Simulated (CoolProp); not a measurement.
Ammonia at 293.15 K and 0.648 MPa is throttled through a valve to 0.335 MPa with no heat exchange. Each further row changes one setting.

Model: reference Helmholtz-energy equation of state, Gao 2020, in CoolProp.

```
case                       temperature change (K)  final density (kg/m³)
-------------------------  ----------------------  ---------------------
as stated                                    -9.6                    ___
outlet pressure 0.101 MPa                   -18.0                  0.763
outlet pressure 0.436 MPa                     ___                    ___
```

Q: Some entries are withheld; supply them.

A: 
- as stated, final density (kg/m³): 2.53
- outlet pressure 0.436 MPa, temperature change (K): -6.3
- outlet pressure 0.436 MPa, final density (kg/m³): 3.30
